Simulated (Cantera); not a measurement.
Charge: 1 mol BaF₂, 0.2 mol H₂O, 0.5 mol N₂, at 0.390 Torr.

Method: chemical equilibrium by Gibbs-energy minimisation in Cantera with the NASA 1993 tables (ideal gas, pure condensed phases). Candidate condensed phases: Ba, BaF₂, BaO, Ba(OH)₂, H₂O; 45 gas species. Mutual solubility and eutectic melting of coexisting phases are not modelled. Equilibrium is a limit: real reactors are often held back by kinetics, nucleation or transport.

log p: log10 of the partial pressure in bar; n: condensed amount in mol.

| T (K) | log p N₂ | log p BaF₂ | log p H₂O | log p HF | log p BaF | log p H | log p O₂ | log p O | log p H₂ | log p OH | n BaF₂(s) | n BaO(s) |
|---|---|---|---|---|---|---|---|---|---|---|---|---|
| 1373 | -3.43 | -5.67 | -3.84 | -5.33 | -9.10 | -8.87 | -7.15 | -9.78 | -6.79 | -7.67 | 0.994 | 0.00311 |
| 1473 | -3.45 | (withheld) | -3.87 | (withheld) | (withheld) | (withheld) | (withheld) | (withheld) | (withheld) | (withheld) | 0.965 | (withheld) |
| 1573 | -3.55 | -3.94 | -4.01 | -4.61 | -6.77 | -7.45 | -6.43 | -8.19 | -6.11 | -6.78 | 0.773 | 0.0213 |
| 1673 | -3.82 | -3.54 | -4.33 | -4.59 | -5.95 | -6.97 | -6.19 | -7.57 | -6.05 | -6.56 | 0 | 0.0393 |
| 1773 | -3.82 | -3.54 | -4.34 | -4.62 | -5.45 | -6.45 | -5.83 | -6.94 | -5.80 | -6.19 | 0 | 0.0326 |
| 1873 | -3.82 | -3.55 | -4.35 | -4.65 | (withheld) | (withheld) | (withheld) | (withheld) | (withheld) | (withheld) | 0 | (withheld) |
| 1973 | -3.83 | -3.57 | -4.40 | -4.63 | -4.68 | -5.59 | -5.20 | -5.87 | -5.43 | -5.58 | 0 | 0 |
| 2073 | -3.85 | -3.59 | -4.52 | -4.49 | -4.52 | -5.23 | -5.06 | -5.47 | -5.29 | -5.39 | 0 | 0 |
| 2173 | -3.86 | -3.63 | -4.70 | -4.38 | -4.40 | -4.93 | -4.98 | -5.13 | -5.23 | -5.28 | 0 | 0 |

What belongs in the gaps?


- 1473, log p BaF₂: -4.73
- 1473, log p HF: -4.91
- 1473, log p BaF: -7.85
- 1473, log p H: -8.09
- 1473, log p O₂: -6.74
- 1473, log p O: -8.92
- 1473, log p H₂: -6.38
- 1473, log p OH: -7.16
- 1473, n BaO(s): 0.00843
- 1873, log p BaF: -5.01
- 1873, log p H: -5.99
- 1873, log p O₂: -5.48
- 1873, log p O: -6.37
- 1873, log p H₂: -5.60
- 1873, log p OH: -5.85
- 1873, n BaO(s): 0.0187
